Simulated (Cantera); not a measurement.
**Stirred combustor or abatement burner**

A perfectly stirred reactor is fed with 9.82 % CH4, 0.845 % C2H6, 0.530 % C3H8, 18.7 % O2, 70.1 % N2, equivalence ratio 1.4, at 1000000 Pa; it is adiabatic with a 423 K inlet, and is followed from long to short residence time, starting on the burning branch (τ in s: 0.055, 0.026, 0.012, 0.0059, 0.0028, 0.0013, 0.00063, 0.0003, 0.00014, 6.7e-05, 3.2e-05, 1.5e-05, 7.2e-06).

Model: GRI-Mech 3.0 (53 species, 325 reactions), integrated in Cantera.

```json
[
 {"τ (s)": "0.055", "T (K)": "2119", "x CH4": "0.000244", "x C2H6": "6.68e-8", "x C3H8": "2.11e-8", "x CH3": "2.68e-5", "x H2O": "0.175"},
 {"τ (s)": "0.026", "T (K)": "2119", "x CH4": "0.000446", "x C2H6": "1.70e-7", "x C3H8": "4.41e-8", "x CH3": "5.11e-5", "x H2O": "0.176"},
 {"τ (s)": "0.012", "T (K)": "2119", "x CH4": "0.000783", "x C2H6": "4.55e-7", "x C3H8": "9.39e-8", "x CH3": "9.48e-5", "x H2O": "0.176"},
 {"τ (s)": "0.0059", "T (K)": "2119", "x CH4": "0.00122", "x C2H6": "1.09e-6", "x C3H8": "1.87e-7", "x CH3": "0.000158", "x H2O": "0.176"},
 {"τ (s)": "0.0028", "T (K)": "2117", "x CH4": "0.00179", "x C2H6": "2.59e-6", "x C3H8": "3.86e-7", "x CH3": "0.000255", "x H2O": "0.177"},
 {"τ (s)": "0.0013", "T (K)": "2110", "x CH4": "0.00248", "x C2H6": "6.01e-6", "x C3H8": "8.18e-7", "x CH3": "0.000394", "x H2O": "0.178"},
 {"τ (s)": "0.00063", "T (K)": "2096", "x CH4": "0.00324", "x C2H6": "1.31e-5", "x C3H8": "1.69e-6", "x CH3": "0.000569", "x H2O": "0.178"},
 {"τ (s)": "0.00030", "T (K)": "2067", "x CH4": "0.00432", "x C2H6": "3.05e-5", "x C3H8": "3.75e-6", "x CH3": "0.000805", "x H2O": "0.177"},
 {"τ (s)": "0.00014", "T (K)": "1994", "x CH4": "0.00670", "x C2H6": "9.67e-5", "x C3H8": "1.07e-5", "x CH3": "0.00112", "x H2O": "0.173"},
 {"τ (s)": "6.7e-5", "T (K)": "423", "x CH4": "0.0982", "x C2H6": "0.00845", "x C3H8": "0.00530", "x CH3": "<1e-12", "x H2O": "<1e-12"},
 {"τ (s)": "3.2e-5", "T (K)": "423", "x CH4": "0.0982", "x C2H6": "0.00845", "x C3H8": "0.00530", "x CH3": "<1e-12", "x H2O": "<1e-12"},
 {"τ (s)": "1.5e-5", "T (K)": "423", "x CH4": "0.0982", "x C2H6": "0.00845", "x C3H8": "0.00530", "x CH3": "<1e-12", "x H2O": "<1e-12"},
 {"τ (s)": "7.2e-6", "T (K)": "423", "x CH4": "0.0982", "x C2H6": "0.00845", "x C3H8": "0.00530", "x CH3": "<1e-12", "x H2O": "<1e-12"}
]
```
x: mole fraction; the columns are a selection and need not sum to one.
